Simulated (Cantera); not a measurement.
Ammonia decomposition in nitride growth gas

A perfectly stirred reactor is fed with 29.4 % NH₃, 70.6 % H₂, at 20.0 Torr; it is held at 2248 K, and followed from long to short residence time.

Cantera simulation using the gas-phase N/H chemistry of the illustrative SiF4/NH3 mechanism in the Surface Chemkin manual (1991); the numbers are that mechanism's predictions, not measurements. Walls and surfaces, which speed up NH3 decomposition in real reactors, are not modelled.

| τ (s) | x NH₃ | x H₂ | x H | x N₂H₄ | x NH₂ | x N | x N₂H₂ |
|---|---|---|---|---|---|---|---|
| 7.6 | 0.000301 | 0.862 | 0.0251 | 1.53e-12 | 2.74e-5 | 2.83e-5 | 9.82e-9 |
| 2.7 | 0.00517 | 0.876 | 0.00714 | 3.58e-11 | 0.000132 | 1.06e-5 | 9.97e-8 |
| 0.95 | 0.0249 | 0.867 | 0.00366 | 2.25e-10 | 0.000329 | 6.97e-6 | 3.77e-7 |
| 0.34 | 0.0665 | 0.843 | 0.00251 | 7.97e-10 | 0.000619 | 6.35e-6 | 1.02e-6 |
| 0.12 | 0.135 | 0.801 | 0.00189 | 2.05e-9 | 0.000992 | 6.12e-6 | 2.23e-6 |
| 0.042 | 0.209 | 0.756 | 0.00154 | 3.64e-9 | 0.00132 | 5.85e-6 | 3.63e-6 |
| 0.015 | 0.258 | 0.726 | 0.00135 | 4.63e-9 | 0.00149 | 5.38e-6 | 4.40e-6 |
| 0.0053 | 0.281 | 0.712 | 0.00120 | 4.54e-9 | 0.00148 | 4.37e-6 | 4.07e-6 |
| 0.0019 | 0.290 | 0.707 | 0.000951 | 3.09e-9 | 0.00122 | 2.36e-6 | 2.40e-6 |
| 0.00066 | 0.293 | 0.706 | 0.000501 | 8.78e-10 | 0.000650 | 3.68e-7 | 4.60e-7 |
| 0.00023 | 0.294 | 0.706 | 0.000185 | 1.21e-10 | 0.000241 | 1.89e-8 | 3.95e-8 |
x: mole fraction; the columns are a selection and need not sum to one.
